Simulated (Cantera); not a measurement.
Input: 1 mol MgO, 4.7 mol H2, equilibrated at 0.0750 Torr.

These are equilibrium values from Cantera (NASA tables, ideal gas, pure condensed phases), not measurements of a reactor. Candidate condensed phases: H2O, Mg, MgO, Mg(OH)2; 15 gas species. Rates play no part.

**Question.** Which condensed phases are stable at each of these points (T (K)): 1400, 1600, 1800, 2000, 2200, 2400, 2600, 2800, 3000?

**Answer.** 
```csv
T (K),condensed phases,Mg condensed (%)
1400,MgO(s),99.6
1600,MgO(s),95.0
1800,MgO(s),62.9
2000,gas only,0.0
2200,gas only,0.0
2400,gas only,0.0
2600,gas only,0.0
2800,gas only,0.0
3000,gas only,0.0
```

From 1400 K to 1800 K the condensed part is MgO(s). From 2000 K to 3000 K nothing is condensed.
